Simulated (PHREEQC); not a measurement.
# Spent oxide etchant: an equilibrium model

A solution holds 5.1 mmol/kgw HF, 2 mmol/kgw H2SiF6 and 0.17 mmol/kgw H3BO3, at 25 °C. Closed to the air; pH follows from the charge balance.

All values are PHREEQC results (ion-association model, phreeqc.dat), not measurements.

Precipitation was switched off in this run.

Problem. Estimate the pH.

Solution. pH 2.36.

Problem. In which forms is B present?

Solution. BF4- 68 %, H3BO3 24 %, BF3OH- 6.0 %, BF2(OH)2- 2.0 % of the B.

SiF6-2 is the database's only silicon fluoride. Real BF4- forms and hydrolyses slowly; the run takes it at equilibrium.
